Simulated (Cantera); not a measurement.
An isothermal, constant-pressure homogeneous reactor starts with 14.9 % H₂, 51.5 % O₂, 33.5 % N₂, equivalence ratio 0.14, at 1375 K and 0.0132 atm.

Computed with Cantera and GRI-Mech 3.0 (53 species, 325 reactions). Radical loss at walls, strong at low pressure, is not modelled. The temperature is held fixed by assumption; the heat of reaction is taken as removed at once.

x: mole fraction; the columns are a selection and need not sum to one.

```
t (s)         x H₂   x O₂      x OH    x H₂O₂     x NO       x O
--------  --------  -----  --------  --------  -------  --------
3.00e-6      0.149  0.515  1.32e-10    <1e-12   <1e-12  1.34e-10
1.53e-5      0.149  0.515   2.77e-9  6.89e-12   <1e-12   3.00e-9
7.80e-5      0.149  0.515   4.87e-8  1.76e-10   <1e-12   6.12e-8
0.000398     0.149  0.515   1.94e-5       [?]   <1e-12   2.54e-5
0.00203    0.00802  0.424    0.0117   1.35e-7  3.03e-7    0.0618
0.0103     0.00683  0.434    0.0110   1.44e-7  2.05e-6    0.0494
0.0528     0.00263  0.461   0.00700   1.37e-7  4.52e-6    0.0167
0.269     0.000160  0.475   0.00175       [?]  4.84e-6  0.000979
1.37       9.14e-6  0.476  0.000420       [?]  4.85e-6   5.59e-5
7.00       1.13e-6  0.476  0.000148       [?]  4.85e-6   6.96e-6
```

Question: Some entries are withheld; supply them.

Answer: 
- 0.000398, x H₂O₂: 4.27e-9
- 0.269, x H₂O₂: 4.22e-8
- 1.37, x H₂O₂: 7.45e-9
- 7.00, x H₂O₂: 1.72e-9
